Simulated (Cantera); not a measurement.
Input (Python, Cantera):

```python
import numpy as np
import cantera as ct

gas = ct.Solution("h2o2.yaml")
gas.TPX = 1325, 54000, {'H2': 0.92, 'O2': 1, 'N2': 0.77}
inlet = ct.Reservoir(gas, clone=True)

reactor = ct.IdealGasConstPressureReactor(gas, energy="off", clone=False)
exhaust = ct.Reservoir(gas, clone=True)
tau = [4.4, 1.9, 0.83, 0.36, 0.16, 0.069, 0.03, 0.013, 0.0058][0]
for a, b in ((inlet, reactor), (reactor, exhaust)):
    ct.MassFlowController(a, b, mdot=lambda t: reactor.mass / tau)
net = ct.ReactorNet([reactor])
show = ['H2', 'O2', 'H2O', 'H2O2', 'H', 'OH', 'O']

rows = []
print(f"{'tau/s':>10s}{'T/K':>9s}" + "".join(f"{s:>11s}" for s in show))
for tau in [4.4, 1.9, 0.83, 0.36, 0.16, 0.069, 0.03, 0.013, 0.0058]:
    net.initial_time = 0.0
    net.advance(30 * tau)
    before = gas.X
    net.advance(40 * tau)
    drift = np.max(np.abs(gas.X - before) / (gas.X + 1e-9))
    rows.append([gas.T, *gas[show].X, drift])
    print(f"{tau:10.3e}{gas.T:9.1f}" + "".join(f"{x:11.3e}" for x in gas[show].X))
```

Output:

```
     tau/s      T/K         H2         O2        H2O       H2O2          H         OH          O
 4.400e+00   1325.0  3.979e-05  2.421e-01  4.124e-01  2.304e-07  3.494e-07  2.091e-04  7.524e-06
 1.900e+00   1325.0  6.984e-05  2.421e-01  4.123e-01  3.541e-07  8.091e-07  2.751e-04  1.335e-05
 8.300e-01   1325.0  1.216e-04  2.421e-01  4.122e-01  5.323e-07  1.859e-06  3.609e-04  2.366e-05
 3.600e-01   1325.0  2.125e-04  2.421e-01  4.120e-01  7.899e-07  4.309e-06  4.745e-04  4.235e-05
 1.600e-01   1325.0  3.648e-04  2.420e-01  4.117e-01  1.142e-06  9.754e-06  6.190e-04  7.478e-05
 6.900e-02   1325.0  6.373e-04  2.420e-01  4.112e-01  1.650e-06  2.275e-05  8.162e-04  1.351e-04
 3.000e-02   1325.0  1.101e-03  2.421e-01  4.105e-01  2.344e-06  5.255e-05  1.076e-03  2.426e-04
 1.300e-02   1325.0  1.888e-03  2.421e-01  4.092e-01  3.282e-06  1.215e-04  1.430e-03  4.351e-04
 5.800e-03   1325.0  3.140e-03  2.422e-01  4.072e-01  4.451e-06  2.721e-04  1.895e-03  7.586e-04
```

Detailed kinetics in Cantera: the H2/O2 subset of GRI-Mech 3.0, which has no nitrogen chemistry. The temperature is held fixed by assumption; the heat of reaction is taken as removed at once.
